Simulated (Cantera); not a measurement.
**Thermodynamics of oxide etching and cleaning by halides, feed B₂O₃ + HCl + H₂**

Feed: 1 mol B₂O₃, 8.6 mol HCl, 29 mol H₂, equilibrated at 1200 Pa.

Method: chemical equilibrium by Gibbs-energy minimisation in Cantera with the NASA 1993 tables (ideal gas, pure condensed phases). Candidate condensed phases: B, B₂O₃, B₃O₃H₃, H₂O; 33 gas species. The tables' values for BOCl are old estimates; treat these amounts as uncertain. Rates play no part.

From 1150 K to 1450 K the condensed part is B₂O₃(l). The main B-bearing gas is BCl₃ at 1150 K and HBO₂ at 1450 K. The share of B in condensed phases is highest at 1150 K (99.8 %) and lowest at 1450 K (86.3 %).

```csv
T (K),log p H₂,log p HCl,log p HBO₂,log p HBO,n B₂O₃(l)
1150,-2.03,-2.56,-6.50,-6.84,0.998
1200,-2.03,-2.56,-6.12,-6.35,0.996
1250,-2.03,-2.56,-5.77,-5.90,0.993
1300,-2.03,-2.56,-5.43,-5.51,0.985
1350,-2.03,-2.56,-5.11,-5.16,0.968
1400,-2.04,-2.56,-4.79,-4.85,0.934
1450,-2.04,-2.57,-4.50,-4.57,0.863
```
log p: log10 of the partial pressure in bar; n: condensed amount in mol.
